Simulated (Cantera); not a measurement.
What does this Cantera script print?

```python
import numpy as np
import cantera as ct

gas_names = """
    B BCL BCL2 BCL3 BH BH2 BH3 B2 CL CL2 H HCL H2
""".split()
cond_names = """
    B(b) B(L)
""".split()


# ... load() reads the species with a 1 bar reference pressure and builds the phases ...
atoms = {
    'B': {'B': 1},
    'HCl': {'H': 1, 'CL': 1},
}
top_T = {}  # K; cautious upper limits of use, not melting points


# ... equilibrate(T, P, feed) seeds the gas with the atoms and calls Mixture.equilibrate('TP', solver="vcs", rtol=1e-11, max_steps=5000) ...
results = []
feed = {'B': 1, 'HCl': 0.22}  # mol
P = 13332.2  # Pa
for T in [723, 823, 923, 1023, 1123, 1223, 1323, 1423, 1523]:
    mix = equilibrate(T, P, feed)
    results.append((T, P, feed, dict(zip(mix.species_names, mix.species_moles))))

top = {s: max(r[3][s] / sum(r[3][g] for g in gas_names) for r in results) for s in gas_names}
cols = sorted((s for s in top if top[s] > 0.0001), key=lambda s: -top[s])[:5]
seen = [c for c in cond_names if any(r[3].get(c, 0) > 1e-12 for r in results)]
print("log10 of partial pressures in bar; condensed amounts in mol")
print(f"{'T/K':>10s}" + "".join(f"{s[:9]:>10s}" for s in cols + seen))
for T, P, feed, n in results:
    ng = sum(n[g] for g in gas_names)
    print(f"{T:10.4g}" + "".join(f"{np.log10(max(n[s] / ng * P / 1e5, 1e-99)):10.3f}" for s in cols)
          + "".join(f"{n.get(c, 0):10.4g}" for c in seen))
```

It prints:

```
log10 of partial pressures in bar; condensed amounts in mol
       T/K        H2      BCL3       HCL      BCL2       BCL      B(b)
       723    -1.104    -1.280    -2.660   -10.481   -14.464    0.9277
       823    -1.113    -1.289    -2.312    -8.833   -12.055    0.9289
       923    -1.127    -1.303    -2.046    -7.550   -10.174    0.9308
      1023    -1.147    -1.323    -1.840    -6.525    -8.667    0.9334
      1123    -1.171    -1.347    -1.679    -5.691    -7.434    0.9365
      1223    -1.200    -1.376    -1.551    -5.001    -6.408      0.94
      1323    -1.232    -1.408    -1.450    -4.422    -5.543    0.9437
      1423    -1.266    -1.443    -1.368    -3.930    -4.803    0.9474
      1523    -1.301    -1.480    -1.303    -3.510    -4.165    0.9508
```

Cantera equilibrium calculation (NASA polynomials, part measured and part estimated; ideal gas, pure solids and liquids). The tables' values for BCl2, BCl are old estimates; treat these amounts as uncertain. Gases not in the tables: BHCl2.
